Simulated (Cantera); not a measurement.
Standard-state values (1 bar) from the NASA 1993 polynomials, evaluated with Cantera. Values are per mole of reaction as written; species without (g) are pure solids or liquids, kept so even where they would boil at 1 bar. TaC: taken at fixed stoichiometry.

TaC + 2 NO₂(g) = N₂(g) + TaO₂(g) + CO₂(g), with ΔH° = -518.6 kJ and ΔS° = 162.9 J/K at 300 K.

**Question.** How far is the shortcut ΔG° ≈ ΔH°(300 K) − T·ΔS°(300 K) from the full temperature-dependent value at 1598, 1748, 1898, 2048, 2198, 2348, 2498, 2648 K?

**Answer.** 
```
T (K)  shortcut (kJ)  full (kJ)  difference (kJ)  difference in log10 K
-----  -------------  ---------  ---------------  ---------------------
1598          -779.0     -767.8            -11.2                   0.37
1748          -803.5     -789.5            -14.0                   0.42
1898          -827.9     -811.0            -16.9                   0.47
2048          -852.3     -832.2            -20.1                   0.51
2198          -876.8     -853.2            -23.6                   0.56
2348          -901.2     -874.0            -27.3                   0.61
2498          -925.7     -894.5            -31.2                   0.65
2648          -950.1     -914.8            -35.3                   0.70
```
The shortcut ignores the heat-capacity change of the reaction.
